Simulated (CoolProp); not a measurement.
Properties of oxygen along the isobar 5.16 MPa (Tc = -118.6 °C, pc = 5.046 MPa, ω = 0.022).

The numbers come from the reference Helmholtz-energy equation of state, Schmidt 1985 in CoolProp.

| T (°C) | phase | Z | cp (kJ/(kg K)) | Joule-Thomson coefficient (K/MPa) | viscosity (µPa s) | Prandtl number | fugacity coefficient |
|---|---|---|---|---|---|---|---|
| -125.35 | liquid | 0.1772 | 2.972 | 0.8031 | 52.5 | 2.19 | 0.5562 |
| -116.15 | supercritical | 0.4770 | 6.602 | 7.080 | 16.9 | 3.35 | 0.6791 |
| -106.95 | supercritical | 0.6457 | 2.202 | 7.005 | 15.3 | 1.37 | 0.7357 |
| -97.75 | supercritical | 0.7252 | 1.665 | 6.385 | 15.3 | 1.11 | 0.7775 |
| -88.55 | supercritical | 0.7783 | 1.439 | 5.813 | 15.7 | 0.996 | 0.8108 |
| -79.25 | supercritical | 0.8177 | 1.311 | 5.311 | 16.1 | 0.930 | 0.8383 |
| -70.05 | supercritical | 0.8477 | 1.230 | 4.878 | 16.6 | 0.888 | 0.8609 |
| -60.85 | supercritical | 0.8715 | 1.174 | 4.500 | 17.1 | 0.858 | 0.8799 |
| -51.65 | supercritical | 0.8909 | 1.134 | 4.165 | 17.6 | 0.835 | 0.8961 |
| -42.45 | supercritical | 0.9070 | 1.103 | 3.868 | 18.1 | 0.818 | 0.9100 |
| -33.25 | supercritical | 0.9204 | 1.079 | 3.602 | 18.6 | 0.805 | 0.9219 |
| -23.95 | supercritical | 0.9319 | 1.060 | 3.359 | 19.1 | 0.793 | 0.9324 |
| -14.75 | supercritical | 0.9416 | 1.044 | 3.141 | 19.6 | 0.784 | 0.9414 |
| -5.55 | supercritical | 0.9500 | 1.032 | 2.943 | 20.1 | 0.776 | 0.9492 |
| 3.65 | supercritical | 0.9572 | 1.022 | 2.761 | 20.6 | 0.770 | 0.9561 |

The peak of cp marks the crossing from liquid-like to gas-like fluid above the critical point.

Viscosity comes from a separate model (Lemmon 2004). Thermal conductivity comes from a separate model (Lemmon 2004).
